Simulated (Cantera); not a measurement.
Charge: 1 mol MgO, 2.6 mol CH4, 2.9 mol H2, held at 1200 °C and 1 atm.

Cantera equilibrium calculation (NASA polynomials, part measured and part estimated; ideal gas, pure solids and liquids). Candidate condensed phases: C, C6H6, C7H8, C8H18, H2O, Mg, MgCO3, MgO, Mg(OH)2; 116 gas species. Rates play no part.

Base state: H2 0.996, CH4 0.00295, CO 0.000481, Mg 0.000477, H 1.25e-5 (mole fractions); condensed: C(graphite) + MgO(s).

Task: What changes in the equilibrium state with this change: temperature from 1200 °C to 1552 °C?

Result: 
| species | before | after |
|---|---|---|
| H2 | 0.996 | 0.876 |
| CO | 0.000481 | 0.0616 |
| Mg | 0.000477 | 0.0609 |
| MgH | 4.81e-6 | 0.000791 |
| H | 1.25e-5 | 0.000409 |
| C2H2 (acetylene) | 6.48e-6 | 0.000188 |
| H2O | 1.02e-6 | 1.38e-5 |
| C(graphite), mol | 2.57 | 2.02 |
| MgO(s), mol | 0.996 | 0.431 |
The tables' values for MgH are old estimates; treat these amounts as uncertain.
